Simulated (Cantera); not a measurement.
**Fe + Cl2 + N2 (chemical vapour transport)**

Feed: 1 mol Fe, 0.4 mol Cl2, 5.2 mol N2, held at 1.00 bar.

Cantera equilibrium calculation (NASA polynomials, part measured and part estimated; ideal gas, pure solids and liquids). Candidate condensed phases: Fe, FeCl2, FeCl3; 10 gas species. Mutual solubility and eutectic melting of coexisting phases are not modelled. The numbers say what is thermodynamically allowed, not how fast it happens.

```json
[
 {"T (K)": "1023", "x N2": "0.964", "x FeCl2": "0.0296", "x Fe2Cl4": "0.00677", "x FeCl3": "1.68e-5", "x Cl": "1.48e-9", "n Fe(α)": "0.600", "n FeCl2(l)": "0.167"},
 {"T (K)": "1048", "x N2": "0.946", "x FeCl2": "0.0438", "x Fe2Cl4": "0.00995", "x FeCl3": "2.74e-5", "x Cl": "3.16e-9", "n Fe(α)": "0.600", "n FeCl2(l)": "0.0497"},
 {"T (K)": "1073", "x N2": "0.938", "x FeCl2": "0.0525", "x Fe2Cl4": "0.00978", "x FeCl3": "3.28e-5", "x Cl": "5.90e-9", "n Fe(α)": "0.600", "n FeCl2(l)": "0"},
 {"T (K)": "1098", "x N2": "0.936", "x FeCl2": "0.0563", "x Fe2Cl4": "0.00782", "x FeCl3": "3.33e-5", "x Cl": "1.02e-8", "n Fe(α)": "0.600", "n FeCl2(l)": "0"},
 {"T (K)": "1123", "x N2": "0.934", "x FeCl2": "0.0595", "x Fe2Cl4": "0.00617", "x FeCl3": "3.33e-5", "x Cl": "1.71e-8", "n Fe(α)": "0.600", "n FeCl2(l)": "0"},
 {"T (K)": "1148", "x N2": "0.933", "x FeCl2": "0.0621", "x Fe2Cl4": "0.00483", "x FeCl3": "3.27e-5", "x Cl": "2.79e-8", "n Fe(α)": "0.600", "n FeCl2(l)": "0"},
 {"T (K)": "1173", "x N2": "0.932", "x FeCl2": "0.0641", "x Fe2Cl4": "0.00375", "x FeCl3": "3.19e-5", "x Cl": "4.44e-8", "n Fe(α)": "0.600", "n FeCl2(l)": "0"}
]
```
x: gas mole fraction; n: condensed amount in mol.

From 1023 K to 1048 K the condensed part is Fe(α) + FeCl2(l). From 1073 K to 1173 K the condensed part is Fe(α). The main Fe-bearing gas is FeCl2 throughout.
